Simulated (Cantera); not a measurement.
Moist CO burnout

An isothermal, constant-pressure homogeneous reactor starts with CO : O₂ : H₂O : N₂ = 0.0019 : 0.013 : 0.00025 : 1 (molar parts), at 1048 K and 10.0 bar.

Cantera simulation using GRI-Mech 3.0 (53 species, 325 reactions); the numbers are that mechanism's predictions, not measurements.

```csv
t (s),x CO,x O₂,x H₂O,x H₂O₂,x H,x NO₂,x CO₂
3.00e-6,0.00187,0.0128,0.000246,<1e-12,<1e-12,<1e-12,2.22e-12
1.64e-5,0.00187,0.0128,0.000246,<1e-12,<1e-12,<1e-12,1.22e-11
8.93e-5,0.00187,0.0128,0.000246,<1e-12,<1e-12,<1e-12,6.93e-11
0.000487,0.00187,0.0128,0.000246,<1e-12,<1e-12,<1e-12,4.53e-10
0.00266,0.00187,0.0128,0.000246,<1e-12,<1e-12,<1e-12,3.79e-9
0.0145,0.00187,0.0128,0.000246,<1e-12,1.82e-12,<1e-12,3.89e-8
0.0791,0.00187,0.0128,0.000246,5.92e-11,1.49e-11,<1e-12,8.76e-7
0.431,0.00182,0.0128,0.000246,4.50e-9,1.48e-10,3.47e-12,5.11e-5
2.35,0.00145,0.0126,0.000246,4.35e-9,1.25e-10,2.47e-10,0.000427
12.8,0.000462,0.0121,0.000246,2.11e-9,4.34e-11,4.39e-9,0.00141
70.0,4.59e-6,0.0119,0.000246,2.25e-11,1.26e-12,1.26e-8,0.00187
```
x: mole fraction; the columns are a selection and need not sum to one.

Equilibrium at this temperature and pressure: CO 1.58e-12, O₂ 0.0119, H₂O 0.000246, H₂O₂ <1e-12, H <1e-12, NO₂ 4.06e-7, CO₂ 0.00187 (gas phase only).
